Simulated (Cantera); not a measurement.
Input: 1 mol (CH₃)₂SiCl₂, 0.038 mol C₂H₄, 450 mol H₂, at 0.340 bar.

Method: chemical equilibrium by Gibbs-energy minimisation in Cantera with the NASA 1993 tables (ideal gas, pure condensed phases). Candidate condensed phases: C, C₆H₆, C₇H₈, C₈H₁₈, Si, SiC; 109 gas species. The feed counts by its element totals alone. Gases not in the tables: Si₂H₆ and higher silanes. Equilibrium is a limit: real reactors are often held back by kinetics, nucleation or transport.

Which condensed phases are stable at each of these points (T (K)): 1273, 1473, 1673, 1873, 2073, 2273, 2473, 2673?


```json
[
 {"T (K)": "1273", "condensed phases": "SiC(s)", "Si condensed (%)": "100.0"},
 {"T (K)": "1473", "condensed phases": "C(graphite) + SiC(s)", "Si condensed (%)": "100.0"},
 {"T (K)": "1673", "condensed phases": "C(graphite) + SiC(s)", "Si condensed (%)": "99.9"},
 {"T (K)": "1873", "condensed phases": "C(graphite) + SiC(s)", "Si condensed (%)": "99.8"},
 {"T (K)": "2073", "condensed phases": "SiC(s)", "Si condensed (%)": "97.8"},
 {"T (K)": "2273", "condensed phases": "SiC(s)", "Si condensed (%)": "65.6"},
 {"T (K)": "2473", "condensed phases": "gas only", "Si condensed (%)": "0.0"},
 {"T (K)": "2673", "condensed phases": "gas only", "Si condensed (%)": "0.0"}
]
```

At 1273 K the condensed part is SiC(s). From 1473 K to 1873 K the condensed part is C(graphite) + SiC(s). From 2073 K to 2273 K the condensed part is SiC(s). From 2473 K to 2673 K nothing is condensed.
